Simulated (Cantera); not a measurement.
# Counterflow diffusion flame

A counterflow diffusion flame at 1.00 bar, nozzles 20 mm apart: fuel side 29.8 % CH4, 10.4 % C2H6, 21.1 % C3H8, 38.7 % N2 at 325 K, oxidiser side 18.0 % O2, 82.0 % N2 at 450 K, fuel mass flux 1.1 times the oxidiser's; mixture-averaged transport, no radiation.

Cantera simulation using GRI-Mech 3.0 (53 species, 325 reactions); the numbers are that mechanism's predictions, not measurements. GRI-Mech 3.0 was tuned for natural gas; its chemistry of propane as a main component is partial and can be far from experiment. GRI-Mech 3.0 has no aromatics or soot, which form on the fuel side of real flames. The maximum strain rate includes the flame's own expansion and is several times the mean.

| oxidiser flux (kg/m²/s) | max strain (1/s) | mean strain (1/s) | T max (K) | peak x OH | peak x H | peak x NO | peak x CO | peak x C2H2 |
|---|---|---|---|---|---|---|---|---|
| 0.25 | 160 | 29.5 | 1882 | 0.00432 | 0.00278 | 0.000142 | 0.0377 | 0.0174 |
| 0.31 | 194 | 36.6 | 1870 | 0.00430 | 0.00288 | 0.000132 | 0.0381 | 0.0165 |
| 0.38 | 234 | 44.9 | 1858 | 0.00426 | 0.00296 | 0.000122 | 0.0384 | 0.0156 |
| 0.47 | 283 | 55.5 | 1847 | 0.00421 | 0.00305 | 0.000111 | 0.0388 | 0.0147 |
| 0.57 | 338 | 67.3 | 1836 | 0.00416 | 0.00312 | 0.000101 | 0.0393 | 0.0139 |
| 0.7 | 408 | 82.6 | 1822 | 0.00406 | 0.00317 | 8.85e-5 | 0.0398 | 0.0129 |
| 0.87 | 498 | 103 | 1807 | 0.00394 | 0.00319 | 7.51e-5 | 0.0405 | 0.0117 |
| 1.1 | 617 | 130 | 1787 | 0.00375 | 0.00318 | 6.01e-5 | 0.0414 | 0.0104 |
| 1.3 | 719 | 153 | 1771 | 0.00358 | 0.00312 | 4.92e-5 | 0.0421 | 0.00935 |
| 1.6 | 868 | 189 | 1745 | 0.00329 | 0.00297 | 3.51e-5 | 0.0432 | 0.00780 |
x: mole fraction; the columns are a selection and need not sum to one.
